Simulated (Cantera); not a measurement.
## Catalytic stagnation flow on Pt

A jet of 2.19 % H2, 15.6 % O2, 82.2 % N2, equivalence ratio 0.070 at 300 K and 0.188 atm hits a platinum plate 7.4 cm away at a mass flux of 0.19 kg/m²/s; the plate temperature is set and raised in steps from an oxygen-covered start.

Computed with Cantera and Deutschmann's 1995 Pt surface mechanism with GRI-Mech 3.0 gas chemistry. Catalytic surfaces can have several steady states; this one follows from the mechanism file's or the stated starting coverage.

```tsv
plate T (K)	wall x H2	wall x O2	wall x H2O	wall x OH	θ free Pt	θ O*	θ OH*
500	0.00256	0.135	0.0386	<1e-8	0.0278	0.954	0.0181
550	0.00255	0.135	0.0382	<1e-8	0.0294	0.960	0.0103
600	0.00254	0.135	0.0380	<1e-8	0.0309	0.963	0.00643
650	0.00252	0.135	0.0377	<1e-8	0.0326	0.963	0.00430
700	0.00238	0.135	0.0378	<1e-8	0.0360	0.961	0.00312
750	0.00196	0.135	0.0384	<1e-8	0.0464	0.951	0.00257
```
x: mole fraction at the wall; θ: surface coverage.
